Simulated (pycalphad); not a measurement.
CALPHAD calculation (pycalphad, COST 507 light-alloy database (1999)), 1 atm. The database dates from 1999; later assessments differ in places, in temperatures and in the compounds included. Phase fractions are per mole of atoms.

**Question.** Give the equilibrium state of Al-1.053Mn-0.3727Si (wt.%) at 800 K.

**Answer.** 
```
T = 800.00 K, P = 101325 Pa, N = 1 mol of atoms
G = -30685 J/mol, H = 13227 J/mol, S = 54.89 J/(mol K)  (SER reference)
chemical potentials (J/mol): Al -30184, Mn -121859, Si -36792
phase             fraction      x(Al)      x(Mn)      x(Si)
FCC_A1              0.9739     0.9983   0.000678    0.00099
ALMNSI_ALPHA        0.0261     0.7251     0.1739     0.1010
```

Database names, with the compositions (at.%) that they take in these runs: ALMNSI_ALPHA: Al 71-73 Mn 17 Si 10-12. FCC_A1 is fcc.
